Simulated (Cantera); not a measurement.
A perfectly stirred reactor is fed with CH₄ : H₂O : H₂ = 1 : 4.4 : 0.43 (molar parts), at 100000 Pa; it is held at 1575 K, and followed from long to short residence time.

Model: GRI-Mech 3.0 (53 species, 325 reactions), integrated in Cantera.

| quantity | before | after |
|---|---|---|
| x(CH₄) at τ = 1.20 s | 0.0478 | 0.171 |
| x(H₂O) at τ = 1.20 s | 0.582 | 0.754 |
| x(H₂) at τ = 1.20 s | 0.297 | 0.0743 |
| x(O) at τ = 1.20 s | 5.19e-11 | <1e-12 |
| x(CH₂O) at τ = 1.20 s | 1.26e-6 | 1.44e-7 |
| x(CH₄) at τ = 23.0 ms | 0.142 | 0.172 |
| x(H₂O) at τ = 23.0 ms | 0.735 | 0.755 |
| x(H₂) at τ = 23.0 ms | 0.110 | 0.0738 |
| x(O) at τ = 23.0 ms | 1.13e-10 | <1e-12 |
| x(CH₂O) at τ = 23.0 ms | 8.08e-6 | 4.70e-9 |

Q: Name the change that produced these shifts.
(A) temperature 1575 to 1250 K
(B) pressure from 100000 Pa to 1100000 Pa
(C) CH4 1 to 8.2 parts
(D) H2O 4.4 to 35 parts

A: A, temperature 1575 to 1250 K
